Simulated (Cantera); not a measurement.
A closed system holds: 1 mol n-butane, 11 mol H₂, 10 mol N₂, equilibrated at 92000 Pa.

These are equilibrium values from Cantera (NASA tables, ideal gas, pure condensed phases), not measurements of a reactor. Candidate condensed phases: C, C₆H₆, C₇H₈, C₈H₁₈; 92 gas species. Rates play no part.

Over these rows the condensed part is C(graphite). Partial pressures as log10 of bar:

```tsv
T (K)	1000/T (1/K)	log p HCN	log p H₂	log p N₂	log p CH₄
925	1.0811	-6.22	-0.31	-0.43	-1.26
975	1.0256	-5.82	-0.28	-0.44	-1.47
1025	0.9756	-5.47	-0.27	-0.44	-1.67
1075	0.9302	-5.15	-0.26	-0.44	-1.87
1125	0.8889	-4.86	-0.26	-0.45	-2.05
1175	0.8511	?	-0.25	-0.45	-2.22
```

Question: Fit log p(HCN) = a + b·(1000/T) to the five rows, give the apparent enthalpy, and predict the row at 1175 K.

Answer: Means: 1000/T = 0.9803, log p = -5.504. Sxy = -0.163244, Sxx = 0.0230988, so b = -7.07 and a = -5.504 − (-7.07)×0.9803 = 1.43.
Apparent enthalpy: −19.145 × (-7.07) = 135 kJ/mol. With the condensed phases at unit activity, C(graphite) + 1/2 H₂(g) + 1/2 N₂(g) = HCN(g) links this pressure to the main gases: over the six rows their terms move log p by +0.02 in all, so the slope is close to that reaction's ΔH°. The five rows lie within 0.01 of the line.
Prediction at 1175 K: 1.43 + (-7.07)×0.8511 = -4.59. The computed value is -4.60, 0.01 from the line.
